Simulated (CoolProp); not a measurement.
Vapour-liquid equilibrium of methanol (1) + dimethyl carbonate (2) at 0.56 MPa; x and y are mole fractions of (1).

Computed with CoolProp (multi-fluid Helmholtz-energy mixture model, de Reuck 1993 and Zhou 2011; pair parameters Bell 2016).

Task: Give the bubble temperature and the first vapour's composition at x = 0.2, 0.35, 0.8. Is there an azeotrope?

Result: x = 0.2: 132.2 °C, y = 0.480; x = 0.35: 124.7 °C, y = 0.620; x = 0.8: 116.1 °C, y = 0.850. No azeotrope shows between x = 0.05 and 0.95.

The pair parameters rest on a limited set of measurements; away from them the model extrapolates.
